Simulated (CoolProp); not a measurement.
n-undecane along the isobar 6.74 bar: density (kg/m³) from the reference equation and from simpler models built on Tc = 365.7 °C, pc = 19.90 bar, ω = 0.539; each cubic takes its own stable root.

Model: reference Helmholtz-energy equation of state, Aleksandrov 2011, in CoolProp. It is a short technical equation, of lower accuracy than the large ones.

| T (°C) | phase | reference |
|---|---|---|
| -5.35 | liquid | 760.2 |
| 17.45 | liquid | 742.7 |
| 40.35 | liquid | 725.3 |
| 63.15 | liquid | 708.0 |
| 85.95 | liquid | 690.6 |
| 108.75 | liquid | 673.0 |
| 131.55 | liquid | 655.0 |
| 154.35 | liquid | 636.5 |
| 177.15 | liquid | 617.3 |

Q: How far does each simpler model (van der Waals, Redlich-Kwong, Soave-Redlich-Kwong) lie from the reference over these 9 states: mean and median of the absolute difference, and the worst?

A: 
- van der Waals: mean 46.2 %, median 46.1 %, worst -47.1 % at -5.35 °C and 6.74 bar
- Redlich-Kwong: mean 20.9 %, median 20.8 %, worst -21.4 % at 177.15 °C and 6.74 bar
- Soave-Redlich-Kwong: mean 16.2 %, median 15.8 %, worst -18.5 % at -5.35 °C and 6.74 bar
